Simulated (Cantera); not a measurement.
# Metals in furnace atmospheres: Cu + CO₂ + N₂

Input: 1 mol Cu, 3.8 mol CO₂, 9.7 mol N₂, equilibrated at 1400 K and 2.90 mbar.

These are equilibrium values from Cantera (NASA tables, ideal gas, pure condensed phases), not measurements of a reactor. Candidate condensed phases: C, Cu, CuO, Cu₂O; 27 gas species. Kinetics and transport are ignored.

```yaml
x(N₂): 0.718
x(CO₂): 0.281
x(Cu): 0.000465
x(CO): 0.000381
x(O₂): 0.000180
x(NO): 2.03e-5
n(Cu(l)): 0.994 mol
gas_amount: 13.51 mol
log10 activity of C(graphite) (absent): -11.59
```
